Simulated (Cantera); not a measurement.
An isothermal, constant-pressure homogeneous reactor starts with 1.25 % H2, 30.5 % O2, 67.1 % N2, 1.13 % H2O, at 1350 K and 1.73 Torr.

Model: the H2/O2 subset of GRI-Mech 3.0, which has no nitrogen chemistry, integrated in Cantera. Radical loss at walls, strong at low pressure, is not modelled.

### Question
Predict: x(H2) at 2.00 s; x(O2) at 2.00 s; x(HO2) at 2.00 s; x(H2O) at 2.00 s; x(H2O2) at 2.00 s.

### Answer
* **x(H2) at 2.00 s**: 0.000250 (gas-phase equilibrium 1.87e-7)
* **x(O2) at 2.00 s**: 0.296 (gas-phase equilibrium 0.301)
* **x(HO2) at 2.00 s**: 1.00e-7 (gas-phase equilibrium 8.29e-9)
* **x(H2O) at 2.00 s**: 0.0222 (gas-phase equilibrium 0.0239)
* **x(H2O2) at 2.00 s**: 3.83e-9 (gas-phase equilibrium 4.99e-11)
